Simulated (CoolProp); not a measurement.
Properties of CH3F (R41) along the isotherm 214.5 K (Tc = 317.3 K, pc = 5.906 MPa, ω = 0.200).

Values from CoolProp's reference Helmholtz-energy equation of state, Lemmon 2006. It is a short technical equation, of lower accuracy than the large ones.

```json
[
 {"p (MPa)": "0.227", "phase": "gas", "cv (kJ/(kg K))": "0.9255", "fugacity coefficient": "0.9392"},
 {"p (MPa)": "0.454", "phase": "liquid", "cv (kJ/(kg K))": "1.240", "fugacity coefficient": "0.5518"},
 {"p (MPa)": "0.681", "phase": "liquid", "cv (kJ/(kg K))": "1.240", "fugacity coefficient": "0.3698"},
 {"p (MPa)": "0.909", "phase": "liquid", "cv (kJ/(kg K))": "1.240", "fugacity coefficient": "0.2785"},
 {"p (MPa)": "1.14", "phase": "liquid", "cv (kJ/(kg K))": "1.240", "fugacity coefficient": "0.2232"},
 {"p (MPa)": "1.36", "phase": "liquid", "cv (kJ/(kg K))": "1.239", "fugacity coefficient": "0.1881"},
 {"p (MPa)": "1.59", "phase": "liquid", "cv (kJ/(kg K))": "1.239", "fugacity coefficient": "0.1617"},
 {"p (MPa)": "1.82", "phase": "liquid", "cv (kJ/(kg K))": "1.239", "fugacity coefficient": "0.1420"},
 {"p (MPa)": "2.04", "phase": "liquid", "cv (kJ/(kg K))": "1.239", "fugacity coefficient": "0.1273"},
 {"p (MPa)": "2.27", "phase": "liquid", "cv (kJ/(kg K))": "1.239", "fugacity coefficient": "0.1150"},
 {"p (MPa)": "2.5", "phase": "liquid", "cv (kJ/(kg K))": "1.239", "fugacity coefficient": "0.1050"},
 {"p (MPa)": "2.73", "phase": "liquid", "cv (kJ/(kg K))": "1.239", "fugacity coefficient": "0.09664"},
 {"p (MPa)": "2.95", "phase": "liquid", "cv (kJ/(kg K))": "1.239", "fugacity coefficient": "0.08988"}
]
```
